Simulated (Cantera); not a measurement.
Charge: 1 mol Ta₂O₅, 0.49 mol C, 0.2 mol CO, equilibrated at 0.0800 bar.

Cantera equilibrium calculation (NASA polynomials, part measured and part estimated; ideal gas, pure solids and liquids). Candidate condensed phases: C, Ta, TaC, Ta₂O₅; 15 gas species. Mutual solubility and eutectic melting of coexisting phases are not modelled. TaC: taken at fixed stoichiometry. Condensed phases not in the tables: Ta₂C. Kinetics and transport are ignored.

x: gas mole fraction; n: condensed amount in mol.

```csv
T (°C),x CO,x CO₂,x TaO₂,x TaO,n TaC(s),n Ta₂O₅(s),n Ta₂O₅(l)
1025,0.999,0.00103,<1e-12,<1e-12,0.140,0.930,0
1125,0.999,0.00102,<1e-12,<1e-12,0.140,0.930,0
1225,0.999,0.00101,1.85e-11,<1e-12,0.140,0.930,0
1325,0.999,0.00100,4.87e-10,6.62e-12,0.140,0.930,0
1425,0.999,0.000994,8.64e-9,1.95e-10,0.140,0.930,0
1525,0.999,0.000990,?,?,0.140,0.930,0
1625,0.999,0.000986,1.06e-6,5.65e-8,0.140,0.930,0
1725,0.999,0.000984,8.06e-6,6.21e-7,0.140,0.930,0
1825,0.999,0.000963,4.73e-5,5.19e-6,0.140,0,0.930
1925,0.999,0.000919,?,?,0.140,0,0.930
2025,0.998,0.000879,0.000846,0.000183,0.140,0,0.930
```

Task: Some entries are withheld; supply them.

Result: 
- 1525, x TaO₂: 1.10e-7
- 1525, x TaO: 3.90e-9
- 1925, x TaO₂: 0.000215
- 1925, x TaO: 3.36e-5
